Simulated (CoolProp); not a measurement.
Vapour-liquid equilibrium of dimethyl carbonate (1) + n-octane (2) at 2.5 bar; x and y are mole fractions of (1).

Model: multi-fluid Helmholtz-energy mixture model, Zhou 2011 and Beckmüller 2019; pair parameters Bell 2016, in CoolProp.

```
x     bubble temperature (°C)  y at the bubble point  dew temperature at overall composition x (°C)  liquid density (mol/L)
----  -----------------------  ---------------------  ---------------------------------------------  ----------------------
0.05                    152.1                  0.221                                          159.6                   5.234
0.2                     134.9                  0.548                                          153.1                   5.788
0.35                    127.2                  0.672                                          145.9                   6.346
0.5                     123.6                  0.735                                          137.7                   6.976
0.65                    121.7                  0.781                                          128.6                   7.732
0.8                     120.6                  0.835                                          121.2                   8.671
0.95                    120.7                  0.938                                          120.8                   9.849
```

y crosses x between x = 0.8 and 0.95: the model has an azeotrope there.

Pair parameters are fitted to limited data, so mixtures are less certain than the pure fluids.
